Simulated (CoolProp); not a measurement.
Nitrous oxide at several states: density (kg/m³) from the reference equation and from simpler models built on Tc = 36.4 °C, pc = 7245 kPa, ω = 0.161; each cubic takes its own stable root.

Computed with CoolProp (reference Helmholtz-energy equation of state, Lemmon 2006). It is a short technical equation, of lower accuracy than the large ones.

```
T (°C)  p (kPa)          phase  reference  ideal gas  van der Waals  Soave-Redlich-Kwong
------  -------  -------------  ---------  ---------  -------------  -------------------
68.55      7940  supercritical        [?]      123.0            [?]                  [?]
-44.05      105            gas      2.458      2.426          2.448                2.456
141.95     1510            gas      19.79        [?]            [?]                  [?]
```

Question: Some entries are withheld; supply them.

Answer: 
- 68.55, reference: 184.9
- 68.55, van der Waals: 188.0
- 68.55, Soave-Redlich-Kwong: 181.1
- 141.95, ideal gas: 19.26
- 141.95, van der Waals: 19.85
- 141.95, Soave-Redlich-Kwong: 19.75
